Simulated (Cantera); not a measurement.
A closed system holds: 1 mol FeS₂, 200 mol H₂, 52 mol N₂, 0.066 mol CH₄, equilibrated at 12.0 mbar.

Equilibrium computed with Cantera from the NASA thermochemical tables; the gas is ideal and each condensed phase is pure. Candidate condensed phases: C, C₆H₆, C₇H₈, C₈H₁₈, Fe, FeS, FeS₂, S; 101 gas species. FeS: taken at fixed stoichiometry. Rates play no part.

### Question
At 1150 K, list the 5 most abundant gas species with their mole fractions, and the condensed phases.

### Answer
H₂ 0.790, N₂ 0.206, H₂S 0.00393, CH₄ 0.000175, HCN 1.69e-5. Condensed: C(graphite) + FeS(s).
